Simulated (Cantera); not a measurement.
What does this Cantera script print?

```python
import numpy as np
import cantera as ct

gas = ct.Solution("gri30.yaml")
gas.TPX = 875, 13332, {'CO': 0.0019, 'O2': 0.073, 'H2O': 0.0081, 'N2': 1}
reactor = ct.IdealGasConstPressureReactor(gas, energy="off", clone=False)
net = ct.ReactorNet([reactor])
net.rtol, net.atol = 1e-08, 1e-18
show = ['CO', 'O2', 'H2O', 'H2', 'CO2']
times = np.geomspace(0.0002, 200, 9)

steps = ct.SolutionArray(gas, extra=["t"])
rows = []
print(f"{'t/s':>10s}{'T/K':>9s}{'P/Pa':>11s}" + "".join(f"{s:>11s}" for s in show))
for t in times:
    while net.time < t:
        t_next = net.step()
        steps.append(gas.state, t=t_next)
    rows.append([np.interp(t, steps.t, y) for y in (steps.T, steps.P, *steps(*show).X.T)])
    print(f"{t:10.3e}{rows[-1][0]:9.1f}{rows[-1][1]:11.4g}" + "".join(f"{x:11.3e}" for x in rows[-1][2:]))
rate = np.gradient(steps.T, steps.t)
print("integrator steps:", len(steps.t))
if steps.T.max() > steps.T[0] + 200:
    print(f"time of steepest temperature rise: {steps.t[rate.argmax()]:.4e} s")
gas.TPX = 875, 13332, {'CO': 0.0019, 'O2': 0.073, 'H2O': 0.0081, 'N2': 1}
gas.equilibrate("TP")
print(f"equilibrium (TP): T = {gas.T:.1f} K  " + "  ".join(f"{s} {gas[s].X[0]:.3e}" for s in show))
```

It prints:

```
       t/s      T/K       P/Pa         CO         O2        H2O         H2        CO2
 2.000e-04    875.0  1.333e+04  1.754e-03  6.741e-02  7.479e-03  9.760e-21  1.248e-13
 1.125e-03    875.0  1.333e+04  1.754e-03  6.741e-02  7.479e-03  2.422e-18  7.036e-13
 6.325e-03    875.0  1.333e+04  1.754e-03  6.741e-02  7.479e-03  4.702e-16  4.168e-12
 3.557e-02    875.0  1.333e+04  1.754e-03  6.741e-02  7.479e-03  3.953e-14  3.871e-11
 2.000e-01    875.0  1.333e+04  1.754e-03  6.741e-02  7.479e-03  4.676e-12  2.057e-09
 1.125e+00    875.0  1.333e+04  1.531e-03  6.730e-02  7.476e-03  2.722e-06  2.240e-04
 6.325e+00    875.0  1.333e+04  4.004e-04  6.677e-02  7.483e-03  1.108e-06  1.355e-03
 3.557e+01    875.0  1.333e+04  2.055e-05  6.660e-02  7.486e-03  2.585e-08  1.735e-03
 2.000e+02    875.0  1.333e+04  1.651e-07  6.659e-02  7.486e-03  1.507e-10  1.756e-03
integrator steps: 1196
equilibrium (TP): T = 875.0 K  CO 8.853e-15  O2 6.658e-02  H2O 7.486e-03  H2 9.958e-14  CO2 1.756e-03
```

Computed with Cantera and GRI-Mech 3.0 (53 species, 325 reactions).
